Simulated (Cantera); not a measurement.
A freely propagating, adiabatic, planar premixed flame of 9.70 % CH4, 17.7 % O2, 66.3 % N2, 6.30 % H2O, unburnt at 648 K and 488 Torr; mixture-averaged transport, grid criteria slope 0.08 and curve 0.16, no radiation.

Model: GRI-Mech 3.0 (53 species, 325 reactions), integrated in Cantera. Burning velocities carry a grid error of a few per cent, more on coarse grids.

x: mole fraction of selected species; z is measured from the peak of heat release.

```csv
z (mm),T (K),u (m/s),x CH4,x O2,x H2O,x O,x H2,x C2H2
-1.57,648,1.42,0.0969,0.176,0.0630,<1e-8,0.00122,<1e-8
-1.05,650,1.42,0.0965,0.176,0.0631,<1e-8,0.00369,[?]
-0.784,656,1.44,0.0957,0.175,0.0639,<1e-8,0.00677,[?]
-0.523,705,1.56,0.0916,0.171,0.0698,2.73e-7,0.0131,[?]
-0.261,1053,2.37,0.0666,0.142,0.107,1.96e-5,0.0245,[?]
-0.131,1438,3.27,0.0368,0.102,0.147,0.000150,0.0306,[?]
0,1796,4.13,0.00909,0.0557,0.188,0.000813,0.0322,[?]
0.131,1948,4.48,0.000783,0.0279,0.207,0.00229,0.0277,[?]
0.261,1986,4.56,3.57e-5,0.0179,0.212,0.00320,0.0247,[?]
0.523,2022,4.61,7.51e-8,0.0130,0.212,0.00327,0.0241,<1e-8
1.05,2067,4.70,<1e-8,0.0108,0.213,0.00277,0.0237,<1e-8
2.09,2124,4.81,<1e-8,0.00885,0.218,0.00208,0.0221,<1e-8
4.18,2187,4.93,<1e-8,0.00660,0.223,0.00137,0.0199,<1e-8
```

Fill in the missing entries.


- -1.05, x C2H2: 4.72e-8
- -0.784, x C2H2: 2.98e-7
- -0.523, x C2H2: 3.43e-6
- -0.261, x C2H2: 5.31e-5
- -0.131, x C2H2: 0.000169
- 0, x C2H2: 0.000306
- 0.131, x C2H2: 7.97e-5
- 0.261, x C2H2: 4.61e-6
